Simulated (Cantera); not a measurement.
An adiabatic, constant-volume homogeneous reactor starts with C3H8 : O2 : N2 = 1 : 3.57 : 13.4 (molar parts), equivalence ratio 1.4, at 1600 K and 5.40 bar. Integrator tolerance rtol = 1e-08.

Detailed kinetics in Cantera: GRI-Mech 3.0 (53 species, 325 reactions). GRI-Mech 3.0 was tuned for natural gas; its chemistry of propane as a main component is partial and can be far from experiment. Above 3000 K some thermodynamic fits are extrapolated.

**Question.** What does this change do: pressure from 5.40 bar to 24.0 bar?

**Answer.** 
```
quantity                                                              before                                      after
---------------------------------  -----------------------------------------  -----------------------------------------
time of steepest temperature rise                                    10.8 µs                                    4.19 µs
temperature at 0.200 s                                                3175 K                                     3305 K
equilibrium temperature                                               3175 K                                     3305 K
x(C3H8) at 0.200 s                     <1e-12 (gas-phase equilibrium <1e-12)      <1e-12 (gas-phase equilibrium <1e-12)
x(O2) at 0.200 s                     0.00354 (gas-phase equilibrium 0.00354)    0.00203 (gas-phase equilibrium 0.00203)
x(O) at 0.200 s                      0.00338 (gas-phase equilibrium 0.00338)    0.00175 (gas-phase equilibrium 0.00175)
x(H2O2) at 0.200 s                   5.94e-7 (gas-phase equilibrium 5.94e-7)    1.21e-6 (gas-phase equilibrium 1.21e-6)
x(CH4) at 0.200 s                  5.07e-12 (gas-phase equilibrium 6.05e-12)  6.66e-11 (gas-phase equilibrium 7.71e-11)
x(CO2) at 0.200 s                      0.0368 (gas-phase equilibrium 0.0368)      0.0393 (gas-phase equilibrium 0.0393)
x(C2H6) at 0.200 s                     <1e-12 (gas-phase equilibrium <1e-12)      <1e-12 (gas-phase equilibrium <1e-12)
```
The pressure lies above the range GRI-Mech 3.0 was tuned for (to about 10 atm).
